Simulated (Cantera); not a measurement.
A perfectly stirred reactor is fed with CO : H₂ : O₂ : N₂ : H₂O = 1 : 0.94 : 1.7 : 6.4 : 1.2 (molar parts), equivalence ratio 0.57, at 36000 Pa; it is adiabatic with a 575 K inlet, and is followed from long to short residence time, starting on the burning branch (τ in s: 0.23, 0.088, 0.033, 0.013, 0.0048, 0.0018, 0.00069, 0.00026, 9.9e-05).

Cantera simulation using GRI-Mech 3.0 (53 species, 325 reactions); the numbers are that mechanism's predictions, not measurements.

What does this change do: H2O 1.2 to 0.91 parts?


| quantity | before | after |
|---|---|---|
| blow-out, bracketed by the residence times tried | burning at 0.260 ms, out at 99.0 µs | burning at 0.260 ms, out at 99.0 µs |
| x(CO) at τ = 0.230 s | 0.00107 | 0.00129 |
| x(H₂) at τ = 0.230 s | 0.000500 | 0.000516 |
| x(O₂) at τ = 0.230 s | 0.0708 | 0.0729 |
| x(NO) at τ = 0.230 s | 5.12e-5 | 8.88e-5 |
| x(H₂O) at τ = 0.230 s | 0.206 | 0.183 |
| x(CO) at τ = 4.80 ms | 0.00922 | 0.0104 |
| x(H₂) at τ = 4.80 ms | 0.00456 | 0.00452 |
| x(O₂) at τ = 4.80 ms | 0.0742 | 0.0764 |
| x(NO) at τ = 4.80 ms | 1.08e-5 | 1.48e-5 |
| x(H₂O) at τ = 4.80 ms | 0.196 | 0.173 |
